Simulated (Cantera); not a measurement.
Charge: 1 mol AlN, 6.3 mol Cl2, 0.49 mol H2, held at 1375 K and 133 Pa.

Cantera equilibrium calculation (NASA polynomials, part measured and part estimated; ideal gas, pure solids and liquids). Candidate condensed phases: Al, AlCl3, AlN, NH4Cl; 20 gas species. Kinetics and transport are ignored.

Base state: Cl 0.369, Cl2 0.333, AlCl3 0.120, HCl 0.118, N2 0.0600 (mole fractions); condensed: gas only.

Problem. What changes in the equilibrium state with this change: temperature from 1375 K to 925 K?

Solution. 
```
species  before    after
-------  ------  -------
Cl2       0.333    0.633
AlCl3     0.120    0.147
HCl       0.118    0.144
Cl        0.369  0.00252
N2       0.0600   0.0735
```

Problem. What changes in the equilibrium state with this change: H2 from 0.49 to 15 mol?

Solution. 
```json
[
 {"species": "H2", "before": "<1e-9", "after": "0.478"},
 {"species": "HCl", "before": "0.118", "after": "0.452"},
 {"species": "AlCl3", "before": "0.120", "after": "0.0457"},
 {"species": "Cl", "before": "0.369", "after": "5.08e-5"},
 {"species": "Cl2", "before": "0.333", "after": "6.30e-9"},
 {"species": "N2", "before": "0.0600", "after": "0.0235"},
 {"species": "AlCl", "before": "<1e-9", "after": "0.000251"},
 {"species": "H", "before": "2.32e-9", "after": "6.49e-5"},
 {"species": "AlCl2", "before": "3.39e-7", "after": "0.000939"}
]
```
The tables' values for AlCl2 are old estimates; treat these amounts as uncertain.

Problem. What changes in the equilibrium state with this change: pressure from 133 Pa to 11000 Pa?

Solution. 
```tsv
species	before	after
Cl2	0.333	0.591
AlCl3	0.120	0.143
HCl	0.118	0.140
Cl	0.369	0.0541
N2	0.0600	0.0716
```
